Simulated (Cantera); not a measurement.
# Boron, boron nitride and boron oxide: B2H6 + H2O + N2 + O2

Charge: 1 mol B2H6, 2.9 mol H2O, 180 mol N2, a varied amount of O2, held at 1973 K and 6600 Pa.

Cantera equilibrium calculation (NASA polynomials, part measured and part estimated; ideal gas, pure solids and liquids). Candidate condensed phases: B, BN, B2O3, B3O3H3, H2O; 39 gas species. The feed counts by its element totals alone. The numbers say what is thermodynamically allowed, not how fast it happens.

From 0.61 mol O2 to 3.1 mol O2 nothing is condensed. The main B-bearing gas is HBO2 throughout.

```tsv
n(O2) (mol)	x N2	x H2O	x H2	x HBO2	x B2O3
0.61	0.963	0.00279	0.0248	0.00684	0.00168
0.7	0.963	0.00349	0.0239	0.00726	0.00151
0.8	0.963	0.00433	0.0229	0.00764	0.00135
0.92	0.963	0.00539	0.0217	0.00802	0.00119
1	0.963	0.00612	0.0209	0.00823	0.00111
1.2	0.963	0.00801	0.0188	0.00863	0.000931
1.4	0.963	0.00997	0.0167	0.00893	0.000800
1.6	0.963	0.0120	0.0146	0.00916	0.000701
1.8	0.963	0.0140	0.0126	0.00933	0.000623
2	0.963	0.0160	0.0105	0.00947	0.000560
2.3	0.963	0.0191	0.00738	0.00962	0.000486
2.7	0.963	0.0230	0.00339	0.00975	0.000413
3.1	0.962	0.0254	0.000919	0.00974	0.000373
```
x: gas mole fraction; nothing condenses.
